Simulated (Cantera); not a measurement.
Charge: 1 mol Al, 0.53 mol HCl, 2.9 mol N2, equilibrated at 1.33 mbar.

Equilibrium computed with Cantera from the NASA thermochemical tables; the gas is ideal and each condensed phase is pure. Candidate condensed phases: Al, AlCl3, AlN, NH4Cl; 20 gas species. Equilibrium is a limit: real reactors are often held back by kinetics, nucleation or transport.

Over these rows the condensed part is AlN(s). Partial pressures as log10 of bar:

```tsv
T (K)	1000/T (1/K)	log p AlCl3	log p N2	log p AlCl	log p H2
1523	0.6566	-4.72	-2.97	-4.00	-4.02
1573	0.6357	?	-2.98	-3.81	-4.02
1623	0.6161	-6.12	-2.99	-3.74	-4.01
1673	0.5977	-7.02	-2.99	-3.71	-4.00
1723	0.5804	-7.92	-2.99	-3.70	-4.00
1773	0.5640	-8.79	-2.99	-3.70	-4.00
```

Question: Fit log p(AlCl3) = a + b·(1000/T) to the five rows, give the apparent enthalpy, and predict the row at 1573 K.

Answer: Means: 1000/T = 0.6030, log p = -6.914. Sxy = 0.224461, Sxx = 0.0051044, so b = 43.97 and a = -6.914 − (43.97)×0.6030 = -33.43.
Apparent enthalpy: −19.145 × (43.97) = -842 kJ/mol. With the condensed phases at unit activity, N2(g) + 3 AlCl(g) = AlCl3(g) + 2 AlN(s) links this pressure to the main gases: over the six rows their terms move log p by +0.88 in all, so the slope isn't that reaction's ΔH° alone. The five rows lie within 0.22 of the line; that is curvature, so one enthalpy describes this range poorly.
Prediction at 1573 K: -33.43 + (43.97)×0.6357 = -5.48. The computed value is -5.29, 0.19 from the line.
